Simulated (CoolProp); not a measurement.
The fluid at 295 K and 6.62 MPa is throttled through a valve to 1.64 MPa with no heat exchange. The same conditions are run with several fluids, on thermodynamics alone (safety and materials aside).

The numbers come from the reference Helmholtz-energy equation of state of each fluid (fluorine: de Reuck 1990; methane: Setzmann 1991; C2F6 (R116): Lemmon 2006; carbon monoxide: Lemmon 2006; ethylene: Smukala 2000) in CoolProp.

Q: Rank fluorine, methane, C2F6 (R116), carbon monoxide, ethylene by temperature change (K), highest first.

A: fluorine (-9.2), carbon monoxide (-11.4), methane (-22.5), C2F6 (R116) (-26.2), ethylene (-57.7)

| fluid | final phase | final density (kg/m³) |
|---|---|---|
| fluorine | gas | 26.5 |
| methane | gas | 12.1 |
| C2F6 (R116) | two-phase, vapour fraction 0.421 | 306 |
| carbon monoxide | gas | 19.6 |
| ethylene | two-phase, vapour fraction 0.704 | 42.0 |
